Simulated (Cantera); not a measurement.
Catalytic combustion on Pt

An isothermal plug-flow reactor at 875 K and 0.210 bar (inlet), inlet velocity 0.068 m/s, active area per volume 120 1/m; feed 1.56 % CO, 2.63 % O₂, 94.5 % N₂, 1.32 % H₂O, equivalence ratio 0.30.

Cantera simulation using Deutschmann's 1995 Pt surface mechanism with GRI-Mech 3.0 gas chemistry; the numbers are that mechanism's predictions, not measurements. Catalytic surfaces can have several steady states; this one follows from the mechanism file's or the stated starting coverage. Mass transfer to the wall is taken as infinitely fast.

```json
[
 {"z (m)": "4.6e-05", "x CO": "0.00203", "x O₂": "0.0197", "x H₂O": "0.0132", "x CO₂": "0.0136", "θ free Pt": "0.854", "θ O*": "0.0572", "θ OH*": "0.000862", "θ CO*": "0.0876"},
 {"z (m)": "0.0001", "x CO": "0.000177", "x O₂": "0.0188", "x H₂O": "0.0133", "x CO₂": "0.0155", "θ free Pt": "0.219", "θ O*": "0.779", "θ OH*": "0.00161", "θ CO*": "7.01e-5"},
 {"z (m)": "0.00021", "x CO": "9.82e-6", "x O₂": "0.0187", "x H₂O": "0.0133", "x CO₂": "0.0157", "θ free Pt": "0.211", "θ O*": "0.788", "θ OH*": "0.00159", "θ CO*": "3.56e-6"},
 {"z (m)": "0.00046", "x CO": "1.63e-8", "x O₂": "0.0187", "x H₂O": "0.0133", "x CO₂": "0.0157", "θ free Pt": "0.210", "θ O*": "0.788", "θ OH*": "0.00159", "θ CO*": "5.88e-9"},
 {"z (m)": "0.001", "x CO": "<1e-12", "x O₂": "0.0187", "x H₂O": "0.0133", "x CO₂": "0.0157", "θ free Pt": "0.210", "θ O*": "0.788", "θ OH*": "0.00159", "θ CO*": "<1e-12"},
 {"z (m)": "0.0021", "x CO": "<1e-12", "x O₂": "0.0187", "x H₂O": "0.0133", "x CO₂": "0.0157", "θ free Pt": "0.210", "θ O*": "0.788", "θ OH*": "0.00159", "θ CO*": "<1e-12"},
 {"z (m)": "0.0046", "x CO": "<1e-12", "x O₂": "0.0187", "x H₂O": "0.0133", "x CO₂": "0.0157", "θ free Pt": "0.210", "θ O*": "0.788", "θ OH*": "0.00159", "θ CO*": "<1e-12"}
]
```
x: gas mole fraction; θ: surface coverage.
